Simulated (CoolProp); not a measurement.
Values from CoolProp's reference Helmholtz-energy equation of state, Beckmüller 2019.

Question: Give the vapour pressure (MPa), surface tension (mN/m), vapour viscosity (µPa s), liquid conductivity (mW/(m K)) of saturated n-octane at 476.8, 529 K.

Answer: 
```json
[
 {"T (K)": "476.8", "p (MPa)": "0.590", "surface tension (mN/m)": "5.60", "vapour viscosity (µPa s)": "9.23", "liquid conductivity (mW/(m K))": "78.2"},
 {"T (K)": "529", "p (MPa)": "1.41", "surface tension (mN/m)": "1.87", "vapour viscosity (µPa s)": "11.8", "liquid conductivity (mW/(m K))": "67.2"}
]
```

Viscosity comes from a separate model (Huber 2004). Thermal conductivity comes from a separate model (Huber 2005). Surface tension comes from a separate correlation (Mulero 2012).
